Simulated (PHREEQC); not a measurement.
Dissolve 0.0034 mol NH4HF2, 0.0051 mol H2SiF6 and 0.00073 mol H3BO3 per kg of water at 76 °C. Closed to the air; pH follows from the charge balance.

Equilibrium calculation in PHREEQC: ion-association model, wateq4f.dat.

Precipitation was switched off in this run.

Predict the pH, ionic strength.

pH 2.34; ionic strength 0.0120 mol/kgw.

In which forms is Si present?

SiF6-2 69 %, H4SiO4 31 % of the Si.

The solution is supersaturated, for example in Quartz (slow to form), Chalcedony (slow to form), so a real one may precipitate; this is no full list. Constants without temperature data keep their 25 °C values here. SiF6-2 is the database's only silicon fluoride. Real BF4- forms and hydrolyses slowly; the run takes it at equilibrium.
